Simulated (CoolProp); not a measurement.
R152A at 291.6 K and 0.0453 MPa flows at 4.5 m/s in a round tube of 10 mm bore and 0.25 µm roughness, fully developed (64/Re and Nu = 3.66 if laminar; Colebrook and Gnielinski if turbulent). Each further row changes one setting.

Model: reference Helmholtz-energy equation of state, Outcalt 1996, in CoolProp. It is a modified Benedict-Webb-Rubin equation, recast in Helmholtz form.

```json
[
 {"case": "as stated", "Reynolds number": "___", "Darcy friction factor": "0.0371", "pressure drop (Pa/m)": "___", "heat-transfer coefficient (W/(m² K))": "23.9", "mass flow (kg/h)": "___"},
 {"case": "velocity 9 m/s", "Reynolds number": "10300", "Darcy friction factor": "___", "pressure drop (Pa/m)": "___", "heat-transfer coefficient (W/(m² K))": "43.8", "mass flow (kg/h)": "3.17"},
 {"case": "diameter 20 mm", "Reynolds number": "10300", "Darcy friction factor": "0.0306", "pressure drop (Pa/m)": "19.3", "heat-transfer coefficient (W/(m² K))": "21.9", "mass flow (kg/h)": "___"}
]
```

**Question.** Complete the blanks.

**Answer.** 
- as stated, Reynolds number: 5160
- as stated, pressure drop (Pa/m): 46.8
- as stated, mass flow (kg/h): 1.59
- velocity 9 m/s, Darcy friction factor: 0.0307
- velocity 9 m/s, pressure drop (Pa/m): 155
- diameter 20 mm, mass flow (kg/h): 6.35

Viscosity comes from a separate model (Bell 2016), an estimate that may be off by 10 % or more. Thermal conductivity comes from a separate model (Krauss 1996).
